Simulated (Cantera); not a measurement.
Charge: 1 mol Cu2O, 0.73 mol CH4, 1.5 mol N2.

Cantera equilibrium calculation (NASA polynomials, part measured and part estimated; ideal gas, pure solids and liquids). Candidate condensed phases: C, C6H6, C7H8, C8H18, Cu, CuO, Cu(OH)2, Cu2O, H2O; 139 gas species. Kinetics and transport are ignored.

Stable condensed phases, one row left out:

```
T in K \ P in Pa
              10      52     270    1400    7200   37000  190000 1000000
   2573        A       A       A       A       A       A       B       B
   2473        A       A       A       A       A       A       B       B
   2373        A       A       A       A       A       B       B       B
   2173        A       A       A       A       B       B       B       B
   2073        A       A       A       A       B       B       B       B
   1973        A       A       A       B       B       B       B       B
   1873        A       A       A       B       B       B       B       B
   1773        A       A       B       B       B       B       B       B
   1673        A       B       B       B       B       B       B       B
```

A: gas only; B: Cu.

Task: Give the row for 2273 K.

Result: 10: gas only; 52: gas only; 270: gas only; 1400: gas only; 7200: gas only; 37000: Cu; 190000: Cu; 1000000: Cu.
